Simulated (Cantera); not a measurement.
## Moist CO burnout

A perfectly stirred reactor is fed with CO : O2 : H2O : N2 = 0.022 : 0.0043 : 0.063 : 1 (molar parts), at 7500 Torr; it is held at 1350 K, and followed from long to short residence time.

Computed with Cantera and GRI-Mech 3.0 (53 species, 325 reactions).

```json
[
 {"τ (s)": "8.3", "x CO": "0.00477", "x O2": "2.46e-6", "x H2O": "0.0505", "x NO": "1.31e-9", "x H2O2": "9.32e-11", "x OH": "3.36e-7"},
 {"τ (s)": "2.1", "x CO": "0.00488", "x O2": "5.20e-6", "x H2O": "0.0506", "x NO": "3.52e-9", "x H2O2": "2.52e-10", "x OH": "6.33e-7"},
 {"τ (s)": "0.56", "x CO": "0.00509", "x O2": "1.07e-5", "x H2O": "0.0508", "x NO": "8.58e-9", "x H2O2": "6.28e-10", "x OH": "1.18e-6"},
 {"τ (s)": "0.15", "x CO": "0.00547", "x O2": "2.18e-5", "x H2O": "0.0511", "x NO": "1.75e-8", "x H2O2": "1.55e-9", "x OH": "2.26e-6"},
 {"τ (s)": "0.038", "x CO": "0.00618", "x O2": "4.65e-5", "x H2O": "0.0518", "x NO": "3.07e-8", "x H2O2": "4.20e-9", "x OH": "4.61e-6"},
 {"τ (s)": "0.0098", "x CO": "0.00730", "x O2": "0.000101", "x H2O": "0.0528", "x NO": "5.08e-8", "x H2O2": "1.27e-8", "x OH": "9.72e-6"},
 {"τ (s)": "0.0026", "x CO": "0.00891", "x O2": "0.000235", "x H2O": "0.0541", "x NO": "8.25e-8", "x H2O2": "4.22e-8", "x OH": "2.09e-5"}
]
```
x: mole fraction; the columns are a selection and need not sum to one.
